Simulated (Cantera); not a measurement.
# Transport properties of process gases

Gas mixture: NH3 = 0.57 (molar parts), at 20.0 Torr, frozen composition.

Cantera's kinetic-theory transport with the Lennard-Jones parameters of GRI-Mech 3.0, ideal gas; thermal conductivity in the multicomponent form. Polar gases are described roughly by these parameters. The composition is frozen, though it would react at the higher temperatures.

```tsv
T (K)	ρ (kg/m³)	cp (J/kg/K)	μ (µPa s)	λ (mW/m/K)	Pr	D (cm²/s) NH3	D (cm²/s) CH4	D (cm²/s) N2
400	0.0137	2269	13.9	44.2	0.715	2700	14.7	14.5
600	0.00910	2662	20.9	77.6	0.717	5850	31.4	30.5
800	0.00683	3009	27.5	115	0.721	9930	52.7	50.7
1000	0.00546	3319	33.6	154	0.724	14800	78.0	74.7
1200	0.00455	3580	39.3	194	0.727	20400	107	102
1400	0.00390	3802	44.6	233	0.728	26700	139	133
1600	0.00341	3990	49.6	271	0.729	33600	175	166
1800	0.00303	4147	54.3	309	0.730	41000	213	202
```
D: mixture-averaged diffusion coefficient of that species in the mixture.
